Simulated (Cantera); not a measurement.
Cantera run, input and output.

```python
import numpy as np
import cantera as ct

gas = ct.Solution("gri30.yaml")
gas.TPX = 525, 94000, {'CH3OH': 1, 'O2': 1.79, 'N2': 6.71, 'H2O': 0.32}
inlet = ct.Reservoir(gas, clone=True)
gas.equilibrate("HP")  # start burning
reactor = ct.IdealGasConstPressureReactor(gas, energy="on", clone=False)
exhaust = ct.Reservoir(gas, clone=True)
tau = [0.49, 0.14, 0.039, 0.011, 0.0031, 0.00088, 0.00025, 7.1e-05, 2e-05][0]
for a, b in ((inlet, reactor), (reactor, exhaust)):
    ct.MassFlowController(a, b, mdot=lambda t: reactor.mass / tau)
net = ct.ReactorNet([reactor])
show = ['CH3OH', 'O2', 'H2O', 'CH4', 'HCO']

rows = []
print(f"{'tau/s':>10s}{'T/K':>9s}" + "".join(f"{s:>11s}" for s in show))
for tau in [0.49, 0.14, 0.039, 0.011, 0.0031, 0.00088, 0.00025, 7.1e-05, 2e-05]:
    net.initial_time = 0.0
    net.advance(30 * tau)
    before = gas.X
    net.advance(40 * tau)
    drift = np.max(np.abs(gas.X - before) / (gas.X + 1e-9))
    rows.append([gas.T, *gas[show].X, drift])
    print(f"{tau:10.3e}{gas.T:9.1f}" + "".join(f"{x:11.3e}" for x in gas[show].X))
```

Output:

```
     tau/s      T/K      CH3OH         O2        H2O        CH4        HCO
 4.900e-01   2162.1  2.429e-07  2.789e-02  2.206e-01  1.057e-08  7.437e-09
 1.400e-01   2158.9  7.837e-07  2.863e-02  2.202e-01  2.875e-08  2.579e-08
 3.900e-02   2144.0  2.338e-06  2.956e-02  2.189e-01  5.709e-08  9.293e-08
 1.100e-02   2107.0  6.005e-06  3.119e-02  2.161e-01  8.610e-08  3.322e-07
 3.100e-03   2042.3  1.446e-05  3.389e-02  2.113e-01  1.813e-07  1.177e-06
 8.800e-04   1955.3  3.641e-05  3.757e-02  2.053e-01  6.532e-07  4.062e-06
 2.500e-04   1855.1  1.090e-04  4.273e-02  1.995e-01  3.316e-06  1.397e-05
 7.100e-05   1699.9  6.751e-04  5.760e-02  1.951e-01  2.984e-05  5.727e-05
 2.000e-05    525.0  1.018e-01  1.823e-01  3.259e-02 -1.074e-19 -4.334e-33
```

Detailed kinetics in Cantera: GRI-Mech 3.0 (53 species, 325 reactions). GRI-Mech 3.0 was tuned for natural gas; its chemistry of methanol as a main component is partial and can be far from experiment.
